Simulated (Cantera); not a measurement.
Charge: 1 mol AlCl₃, 2.2 mol O₂, 100 mol N₂, held at 1825 K and 23.0 Pa.

Equilibrium computed with Cantera from the NASA thermochemical tables; the gas is ideal and each condensed phase is pure. Candidate condensed phases: Al, AlCl₃, AlN, Al₂O₃; 24 gas species. The numbers say what is thermodynamically allowed, not how fast it happens.

Base state: N₂ 0.956, Cl 0.0287, O₂ 0.0127, NO 0.00122, O 0.00114 (mole fractions); condensed: Al₂O₃(s).

What changes in the equilibrium state with this change: O₂ from 2.2 to 0.63 mol?


```tsv
species	before	after
N₂	0.956	0.971
Cl	0.0287	0.0271
AlCl	5.54e-8	0.00123
O₂	0.0127	1.90e-8
AlCl₂	9.85e-9	0.000206
AlCl₃	5.04e-9	9.97e-5
O	0.00114	1.40e-6
Al₂O₃(s), mol	0.500	0.417
```
The tables' values for AlCl₂ are old estimates; treat these amounts as uncertain.
